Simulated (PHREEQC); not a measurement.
# Reverse-osmosis permeate: an equilibrium model

Model water analysis in mg/kgw, 20 °C, pH 6.9, pe -0.6: Na 2.08; K 1.41; Ca 5.87; Mg 0.0958; Cl 6.94; S(6) as SO4 0.402; Alkalinity as HCO3 13.6; Br 0.00475; Sr 0.164; Fe(2) 0.144; Si as SiO2 0.408; Mn(2) 0.0403; N(-3) as NH4 0.0054.

Valence states are taken as typed.

Equilibrium calculation in PHREEQC: ion-association model, phreeqc.dat.

Each row changes one thing in this solution. No solid was allowed to form.

```tsv
case	HCO3- (mol/kgw)	CO2 (mol/kgw)	CaHCO3+ (mol/kgw)	CaSO4 (mol/kgw)	CO3-2 (mol/kgw)	FeHCO3+ (mol/kgw)	SI of Quartz (SiO2)	SI of Siderite (FeCO3)
as made	0.000222	6.56e-5	3.41e-7	8.23e-8	8.07e-8	5.03e-8	-1.11	-1.93
Br from 0.00475 to 0.0142 mg/kgw	0.000222	6.56e-5	3.41e-7	8.23e-8	8.07e-8	5.03e-8	-1.11	-1.93
temperature from 20 to 45 °C at the same typed pH	0.000222	5.28e-5	4.52e-7	9.69e-8	1.22e-7	4.95e-8	-1.46	___
all concentrations times 3 at the same typed pH	0.000664	0.000192	2.82e-6	6.16e-7	2.55e-7	4.04e-7	-0.64	-1.03
pH from 6.9 to 6.6 at the same alkalinity	0.000223	0.000131	3.42e-7	8.23e-8	4.05e-8	___	-1.11	___
Fe(2) from 0.144 to 0.432 mg/kgw	0.000222	6.56e-5	3.41e-7	8.21e-8	8.07e-8	1.51e-7	-1.11	-1.45
```

Some entries are withheld; supply them.


- temperature from 20 to 45 °C at the same typed pH, SI of Siderite (FeCO3): -1.61
- pH from 6.9 to 6.6 at the same alkalinity, FeHCO3+ (mol/kgw): 5.04e-8
- pH from 6.9 to 6.6 at the same alkalinity, SI of Siderite (FeCO3): -2.23

Complexes and solids missing from the database can't appear. At this temperature some constants are extrapolated from 25 °C, and those without enthalpy data are left unchanged.
